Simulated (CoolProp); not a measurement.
A Linde-Hampson liquefier for methane: isothermal reversible compression at 250 K from 1 atm to 40 MPa, throttling to 1 atm, return gas leaving the recuperator 5 K below the feed. Each further row changes one setting.

Model: reference Helmholtz-energy equation of state, Setzmann 1991, in CoolProp.

| case | liquid yield per pass | compression work (kJ/kg of gas) |
|---|---|---|
| as stated | … | 688 |
| high pressure 80 MPa | … | … |
| warm-end temperature 280 K | 0.278 | 803 |
| warm-end gap 10 K | 0.338 | 688 |

### Question
Fill in the missing entries.

### Answer

- as stated, liquid yield per pass: 0.347
- high pressure 80 MPa, liquid yield per pass: 0.299
- high pressure 80 MPa, compression work (kJ/kg of gas): 809
